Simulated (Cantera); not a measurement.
## Adiabatic ignition

An adiabatic, constant-volume homogeneous reactor starts with 2.41 % CH₄, 13.4 % O₂, 84.2 % N₂, at 1748 K and 1.28 atm.

Detailed kinetics in Cantera: GRI-Mech 3.0 (53 species, 325 reactions).

```
t (s)     T (K)  P (bar)   x CH₄    x O₂   x H₂O₂     x HCO     x H₂O      x H₂
--------  -----  -------  ------  ------  -------  --------  --------  --------
3.00e-6    1748     1.30  0.0241   0.134  2.72e-9  6.02e-12   1.13e-6   6.41e-7
6.84e-6    1748     1.30  0.0240   0.134  7.22e-9  4.35e-11   4.24e-6   1.65e-6
1.56e-5    1748     1.30  0.0240   0.134  1.74e-8  3.27e-10   1.46e-5   4.37e-6
3.55e-5    1748     1.30  0.0239   0.134  4.06e-8   3.31e-9   6.14e-5   1.41e-5
8.10e-5    1749     1.30  0.0233   0.133  1.40e-7   8.90e-8  0.000464  0.000103
0.000185   2145     1.62  <1e-12  0.0831  1.35e-7   5.94e-9    0.0393   0.00209
0.000421   2322     1.74  <1e-12  0.0837  7.97e-8  2.87e-10    0.0440  0.000705
0.000960   2360     1.76  <1e-12  0.0841  8.87e-8  6.42e-11    0.0454  0.000361
0.00219    2361     1.76  <1e-12  0.0840  8.97e-8  5.85e-11    0.0454  0.000346
0.00499    2359     1.76  <1e-12  0.0836  8.91e-8  5.74e-11    0.0454  0.000344
0.0114     2355     1.76  <1e-12  0.0829  8.79e-8  5.53e-11    0.0455  0.000339
0.0259     2348     1.75  <1e-12  0.0816  8.59e-8  5.18e-11    0.0456  0.000330
0.0591     2341     1.74  <1e-12  0.0801  8.35e-8  4.79e-11    0.0456  0.000320
0.135      2336     1.74  <1e-12  0.0793  8.21e-8  4.58e-11    0.0457  0.000315
0.307      2335     1.74  <1e-12  0.0791  8.19e-8  4.55e-11    0.0457  0.000314
0.700      2335     1.74  <1e-12  0.0791  8.19e-8  4.55e-11    0.0457  0.000314
```
x: mole fraction; the columns are a selection and need not sum to one.

time of steepest temperature rise: 0.152 ms
temperature at 0.700 s: 2335 K
equilibrium temperature: 2335 K
x(CH₄) at 0.700 s: <1e-12 (gas-phase equilibrium <1e-12)
x(O₂) at 0.700 s: 0.0791 (gas-phase equilibrium 0.0791)
x(H₂O₂) at 0.700 s: 8.19e-8 (gas-phase equilibrium 8.19e-8)
